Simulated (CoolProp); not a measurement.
Model: reference Helmholtz-energy equation of state, Gao 2020, in CoolProp.

**Question.** For ammonia, give the phase and the cp (kJ/(kg K)), isothermal compressibility (1/MPa), expansivity (1/kK), viscosity (µPa s) at 447.6 K and 65900 kPa; 606.1 K and 65900 kPa.

**Answer.** 
- 447.6 K and 65900 kPa: supercritical; cp 4.73, isothermal compressibility 0.00368, expansivity 2.85, viscosity 64.1
- 606.1 K and 65900 kPa: supercritical; cp 4.50, isothermal compressibility 0.0118, expansivity 3.23, viscosity 37.5

Viscosity comes from a separate model (Fenghour 1995).
